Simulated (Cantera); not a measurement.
Input (Python, Cantera):

```python
import numpy as np
import cantera as ct

gas = ct.Solution("gri30.yaml")


def delay(T, t_max=10):
    gas.TPX = T, 1900000, {'CH4': 1, 'C2H6': 0.089, 'O2': 3.4, 'N2': 13.9, 'H2': 0.36}
    reactor = ct.IdealGasReactor(gas, clone=False)
    net = ct.ReactorNet([reactor])
    net.rtol, net.atol = 1e-8, 1e-16
    while net.time < t_max:
        t_old, T_old = net.time, reactor.T
        net.step()
        if reactor.T > T + 400:  # ignition: a rise of 400 K
            return t_old + (T + 400 - T_old) / (reactor.T - T_old) * (net.time - t_old)
    return np.nan


taus = []
for T in [1250, 1300, 1350, 1400, 1450, 1500, 1550, 1600, 1650]:
    taus.append(delay(T))
    print(f"T0 = {T:6g} K   tau = {taus[-1]:.4e} s")
```

It prints:

```
T0 =   1250 K   tau = 1.7690e-04 s
T0 =   1300 K   tau = 9.7817e-05 s
T0 =   1350 K   tau = 5.8741e-05 s
T0 =   1400 K   tau = 3.7625e-05 s
T0 =   1450 K   tau = 2.5257e-05 s
T0 =   1500 K   tau = 1.7528e-05 s
T0 =   1550 K   tau = 1.2459e-05 s
T0 =   1600 K   tau = 9.0201e-06 s
T0 =   1650 K   tau = 6.6300e-06 s
```

Computed with Cantera and GRI-Mech 3.0 (53 species, 325 reactions). The pressure lies above the range GRI-Mech 3.0 was tuned for (to about 10 atm).
